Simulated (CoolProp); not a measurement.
n-undecane along the isobar 11.3 bar: fugacity coefficient from the reference equation and from simpler models built on Tc = 365.7 °C, pc = 19.90 bar, ω = 0.539; each cubic takes its own stable root.

Model: reference Helmholtz-energy equation of state, Aleksandrov 2011, in CoolProp. It is a short technical equation, of lower accuracy than the large ones.

| T (°C) | phase | reference | van der Waals | Redlich-Kwong | Soave-Redlich-Kwong | Peng-Robinson |
|---|---|---|---|---|---|---|
| 210.95 | liquid | 0.1258 | 0.4635 | 0.2736 | 0.1315 | 0.1298 |
| 220.45 | liquid | 0.1530 | 0.4998 | 0.3111 | 0.1606 | 0.1581 |
| 229.95 | liquid | 0.1841 | 0.5370 | 0.3511 | 0.1939 | 0.1904 |
| 239.55 | liquid | 0.2197 | 0.5755 | 0.3941 | 0.2322 | 0.2275 |
| 249.05 | liquid | 0.2591 | 0.6143 | 0.4390 | 0.2746 | 0.2687 |
| 258.55 | liquid | 0.3028 | 0.6538 | 0.4860 | 0.3218 | 0.3143 |
| 268.15 | liquid | 0.3514 | 0.6942 | 0.5356 | 0.3742 | 0.3650 |
| 277.65 | liquid | 0.4038 | 0.7345 | 0.5863 | 0.4306 | 0.4197 |
| 287.15 | liquid | 0.4604 | 0.7668 | 0.6384 | 0.4913 | 0.4786 |
| 296.75 | liquid | 0.5217 | 0.7768 | 0.6922 | 0.5568 | 0.5420 |
| 306.25 | liquid | 0.5862 | 0.7860 | 0.7460 | 0.6251 | 0.6083 |
| 315.85 | liquid | 0.6546 | 0.7947 | 0.7607 | 0.6969 | 0.6781 |

At some of these states van der Waals, Redlich-Kwong gives the other phase, because its saturation line lies elsewhere.
